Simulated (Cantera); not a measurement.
What does this Cantera script print?

```python
import numpy as np
import cantera as ct

gas = ct.Solution("gri30.yaml")
gas.TPX = 1400, 1700, {'C2H6': 1, 'H2': 92, 'H2O': 1.8}
reactor = ct.IdealGasConstPressureReactor(gas, energy="off", clone=False)
net = ct.ReactorNet([reactor])
net.rtol, net.atol = 1e-08, 1e-18
show = ['C2H6', 'H2', 'C2H2', 'H', 'C2H4']
times = np.geomspace(0.0006, 40, 13)

steps = ct.SolutionArray(gas, extra=["t"])
rows = []
print(f"{'t/s':>10s}{'T/K':>9s}{'P/Pa':>11s}" + "".join(f"{s:>11s}" for s in show))
for t in times:
    while net.time < t:
        t_next = net.step()
        steps.append(gas.state, t=t_next)
    rows.append([np.interp(t, steps.t, y) for y in (steps.T, steps.P, *steps(*show).X.T)])
    print(f"{t:10.3e}{rows[-1][0]:9.1f}{rows[-1][1]:11.4g}" + "".join(f"{x:11.3e}" for x in rows[-1][2:]))
rate = np.gradient(steps.T, steps.t)
print("integrator steps:", len(steps.t))
if steps.T.max() > steps.T[0] + 200:
    print(f"time of steepest temperature rise: {steps.t[rate.argmax()]:.4e} s")
gas.TPX = 1400, 1700, {'C2H6': 1, 'H2': 92, 'H2O': 1.8}
gas.equilibrate("TP")
print(f"equilibrium (TP): T = {gas.T:.1f} K  " + "  ".join(f"{s} {gas[s].X[0]:.3e}" for s in show))
```

Output:

```
       t/s      T/K       P/Pa       C2H6         H2       C2H2          H       C2H4
 6.000e-04   1400.0       1700  1.011e-02  9.702e-01  2.379e-07  1.219e-04  2.428e-04
 1.514e-03   1400.0       1700  8.337e-03  9.695e-01  1.002e-05  2.866e-04  1.374e-03
 3.821e-03   1400.0       1700  3.003e-03  9.669e-01  2.106e-04  5.730e-04  4.072e-03
 9.641e-03   1400.0       1700  9.288e-05  9.654e-01  1.265e-03  5.462e-04  4.378e-03
 2.433e-02   1400.0       1700  1.888e-06  9.656e-01  2.651e-03  3.118e-04  3.029e-03
 6.139e-02   1400.0       1700  9.675e-07  9.658e-01  3.868e-03  1.743e-04  1.805e-03
 1.549e-01   1400.0       1700  5.077e-07  9.659e-01  4.790e-03  1.014e-04  8.785e-04
 3.909e-01   1400.0       1700  2.400e-07  9.660e-01  5.345e-03  6.292e-05  3.235e-04
 9.865e-01   1400.0       1700  1.241e-07  9.660e-01  5.559e-03  4.301e-05  1.111e-04
 2.489e+00   1400.0       1700  9.263e-08  9.660e-01  5.597e-03  3.548e-05  7.792e-05
 6.282e+00   1400.0       1700  8.944e-08  9.660e-01  5.608e-03  3.462e-05  7.729e-05
 1.585e+01   1400.0       1700  8.865e-08  9.661e-01  5.631e-03  3.464e-05  7.760e-05
 4.000e+01   1400.0       1700  8.677e-08  9.661e-01  5.689e-03  3.469e-05  7.834e-05
integrator steps: 1078
equilibrium (TP): T = 1400.0 K  C2H6 2.269e-09  H2 9.802e-01  C2H2 5.077e-04  H 3.718e-05  C2H4 6.966e-06
```

Detailed kinetics in Cantera: GRI-Mech 3.0 (53 species, 325 reactions). Radical loss at walls, strong at low pressure, is not modelled.
